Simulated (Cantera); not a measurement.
Feed: 1 mol SrCl2, 0.33 mol O2, 0.8 mol H2, held at 0.00430 bar.

Equilibrium computed with Cantera from the NASA thermochemical tables; the gas is ideal and each condensed phase is pure. Candidate condensed phases: H2O, Sr, SrCl2, SrO, Sr(OH)2; 20 gas species. Mutual solubility and eutectic melting of coexisting phases are not modelled. Condensed phases not in the tables: oxide chlorides. The numbers say what is thermodynamically allowed, not how fast it happens. All values below are at 1375 K.

Base state: H2O 0.785, H2 0.170, HCl 0.0328, SrCl2 0.0126, H 2.15e-5 (mole fractions); condensed: SrCl2(l) + SrO(s).

### Question
What changes in the equilibrium state with this change: H2 from 0.8 to 0.1 mol?

### Answer
```json
[
 {"species": "O2", "before": "<1e-9", "after": "0.720"},
 {"species": "H2O", "before": "0.785", "after": "0.248"},
 {"species": "HCl", "before": "0.0328", "after": "0.0184"},
 {"species": "H2", "before": "0.170", "after": "1.36e-6"},
 {"species": "SrCl2", "before": "0.0126", "after": "0.0126"},
 {"species": "H", "before": "2.15e-5", "after": "6.10e-8"},
 {"species": "Cl", "before": "3.44e-6", "after": "0.000684"},
 {"species": "OH", "before": "1.79e-6", "after": "0.000200"},
 {"species": "SrCl2(l), mol", "before": "0.976", "after": "0.991"},
 {"species": "SrO(s), mol", "before": "0.0135", "after": "0.00372"}
]
```
